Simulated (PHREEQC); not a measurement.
Consider water at 25 °C with 13 mmol/kgw HF, 86 mmol/kgw (CH3)4NF and 28 mmol/kgw (NH4)2SiF6. Closed to the air; pH follows from the charge balance.

Model: ion-association model, phreeqc.dat, run in PHREEQC.

This is a speciation only: nothing precipitates in the calculation.

### Question
Predict the pH, ionic strength.

### Answer
pH 3.95; ionic strength 0.170 mol/kgw.

### Question
In which forms is F present?

### Answer
SiF6-2 63 %, F- 31 %, HF 3.7 %, HF2- 2.3 % of the F.

Species that the database lacks are ignored. (CH3)4N+ isn't in the database: it is added as a free cation with an ion size of 4 Å. SiF6-2 is the database's only silicon fluoride.
